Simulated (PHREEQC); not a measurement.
1 kg of water holding 0.017 mol NaHCO3, 0.41 mol KCl and 0.27 mol Na2SO4 is evaporated at 25 °C; the solids stay in contact with the brine. No CO2 enters from the air. The run lets Arcanite, Burkeite, Glaserite, Halite, Kalicinite, Mirabilite, Misenite, Nahcolite, Natron, Sylvite, Thenardite, Trona precipitate or redissolve, and no other solid.

The numbers come from PHREEQC with the Pitzer model, pitzer.dat.

```csv
water left (kg),ionic strength,water activity,Halite (mol),Glaserite (mol)
1,1.24,0.976,0,0
0.8219,1.51,0.972,0,0
0.5552,2.23,0.958,0,0
0.4563,2.71,…,0,0
0.375,3.30,0.939,0,0
0.3082,4.01,0.925,0,0
0.2082,4.82,0.900,0,0.0391
0.1711,5.21,0.883,0,0.0575
0.1407,5.70,…,0,0.0726
0.09502,7.00,0.801,0,0.0953
0.07808,7.86,0.757,0,0.104
0.06418,8.42,0.726,0.0286,0.111
0.05275,8.41,0.726,0.0960,0.115
0.03564,8.38,0.726,0.197,0.122
0.02929,8.36,0.726,0.234,0.124
0.02407,8.33,0.725,0.265,0.126
0.01627,8.27,0.725,…,0.130
0.01337,8.24,0.725,0.328,0.131
0.01099,8.19,0.725,0.342,0.132
0.009026,…,0.725,0.354,0.132
0.006089,8.04,0.724,0.371,0.133
0.005008,7.99,0.723,0.378,0.134
```

Problem. What belongs in the gaps?

Solution. 
- 0.4563, water activity: 0.950
- 0.1407, water activity: 0.862
- 0.01627, Halite (mol): 0.311
- 0.009026, ionic strength: 8.15

Complexes and solids missing from the database can't appear.
